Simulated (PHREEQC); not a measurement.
Make-up at 25 °C: 0.0118 mol NaHF2 per kg of water. Closed to the air; pH follows from the charge balance.

Computed with PHREEQC (ion-association model, phreeqc.dat).

Precipitation was switched off in this run.

Question: What pH does the model give?

Answer: pH 3.18.

Question: In which forms is F present?

Answer: F- 51 %, HF 45 %, HF2- 4.1 % of the F.
